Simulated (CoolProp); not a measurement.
Vapour-liquid equilibrium of cyclohexane (1) + ethylbenzene (2) at 122.95 °C; x and y are mole fractions of (1).

Model: multi-fluid Helmholtz-energy mixture model, Zhou 2014 and Zhou 2012; pair parameters Bell 2016, in CoolProp.

**Question.** Give the bubble pressure and the first vapour's composition at x = 0.15, 0.35, 0.55. Is there an azeotrope?

**Answer.** x = 0.15: 0.1124 MPa, y = 0.458; x = 0.35: 0.1651 MPa, y = 0.706; x = 0.55: 0.2121 MPa, y = 0.831. No azeotrope shows between x = 0.05 and 0.95.

The pair parameters rest on a limited set of measurements; away from them the model extrapolates.
